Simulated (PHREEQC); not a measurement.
Na2CO3 is added in steps, without added water, to 1 kg of water holding 1.6 mol/kgw Na2SO4 and 0.036 mol/kgw Na2B4O7, at 20 °C. The system is closed to CO2. Solids allowed: Burkeite, Mirabilite, Nahcolite, Natron, Thenardite, Trona, Borax, Boric_acid,s, NaBO2:4H2O, NaB5O8:5H2O. Others were left out.

Base run: PHREEQC, Pitzer model, pitzer.dat. Each further column changes one thing. The table gives pH.

| Na2CO3 added (mol) | base | Na2B4O7 from 0.036 to 0.0396 mol/kgw | Na2B4O7 from 0.036 to 0.054 mol/kgw | Na2SO4 left out | no solid may form |
|---|---|---|---|---|---|
| 0 | 8.86 | 8.87 | 8.88 | 9.19 | 8.83 |
| 0.02833 | 9.19 | 9.17 | 9.15 | 9.48 | 9.16 |
| 0.05667 | 9.40 | 9.38 | 9.33 | 9.68 | 9.37 |
| 0.085 | 9.55 | 9.53 | 9.47 | 9.82 | 9.52 |
| 0.09917 | 9.61 | 9.59 | 9.52 | 9.88 | 9.58 |
| 0.1275 | 9.71 | 9.68 | 9.61 | 9.97 | 9.68 |
| 0.1558 | 9.79 | 9.77 | 9.69 | 10.05 | 9.77 |
| 0.1842 | 9.86 | 9.83 | 9.75 | 10.11 | 9.84 |
| 0.2125 | 9.92 | 9.89 | 9.81 | 10.17 | 9.90 |
| 0.2408 | 9.98 | 9.94 | 9.86 | 10.21 | 9.95 |
| 0.255 | 10.00 | 9.97 | 9.88 | 10.23 | 9.98 |
| 0.2833 | 10.05 | 10.01 | 9.92 | 10.27 | 10.02 |
| 0.3117 | 10.09 | 10.05 | 9.96 | 10.31 | 10.06 |
| 0.34 | 10.13 | 10.09 | 9.99 | 10.34 | 10.10 |

In brines, pH and single-ion activities rest on the MacInnes convention. In at least one series the solution becomes supersaturated in solids that the run did not let form, among them Mirabilite. Solids allowed in the column 'Na2SO4 left out': Nahcolite, Natron, Trona, Borax, Boric_acid,s, NaBO2:4H2O, NaB5O8:5H2O.
